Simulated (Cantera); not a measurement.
Input: 1 mol NH3, 0.47 mol SO2, at 1750 °C.

Equilibrium computed with Cantera from the NASA thermochemical tables; the gas is ideal and each condensed phase is pure. Candidate condensed phases: H2O, H2SO4, S; 35 gas species. The numbers say what is thermodynamically allowed, not how fast it happens.

### Question
At 110000 Pa, list the 4 most abundant gas species with their mole fractions, and the condensed phases.

### Answer
H2O 0.373, H2 0.257, N2 0.225, S2 0.0662. Condensed: gas only.
